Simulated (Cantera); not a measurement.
A closed system holds: 1 mol TEOS, 0.93 mol H2O, 0.23 mol H2, at 8800 Pa.

Equilibrium computed with Cantera from the NASA thermochemical tables; the gas is ideal and each condensed phase is pure. Candidate condensed phases: C, C6H6, C7H8, C8H18, H2O, Si, SiC, SiO2; 123 gas species. The feed counts by its element totals alone. The tables hold silica as quartz up to 1696 K and as liquid above; real silica turns to tridymite and cristobalite and melts near 1996 K. Kinetics and transport are ignored.

x: gas mole fraction; n: condensed amount in mol.

```
T (K)   x H2   x CO       x SiO       x CH4  n C(graphite)  n SiO2(β-quartz)  n SiC(s)
-----  -----  -----  ----------  ----------  -------------  ----------------  --------
1125   0.790  0.207    7.72e-12     0.00159           5.06              1.00         0
1225   0.791  0.208     3.01e-9    0.000723           5.06              1.00         0
1325   0.792  0.208     4.70e-7    0.000370           5.07             1.000         0
1425   0.792  0.208     3.56e-5    0.000208           5.07             0.999         0
1525   0.693  0.306  (withheld)  (withheld)           2.09                 0     0.989
1625   0.693  0.305    0.000969     6.22e-5           2.10                 0     0.984
1725   0.693  0.305  (withheld)  (withheld)           2.11                 0     0.978
1825   0.692  0.304     0.00182     2.99e-5           2.12                 0     0.971
```

### Question
Complete the blanks.

### Answer

- 1525, x SiO: 0.000664
- 1525, x CH4: 9.65e-5
- 1725, x SiO: 0.00135
- 1725, x CH4: 4.22e-5
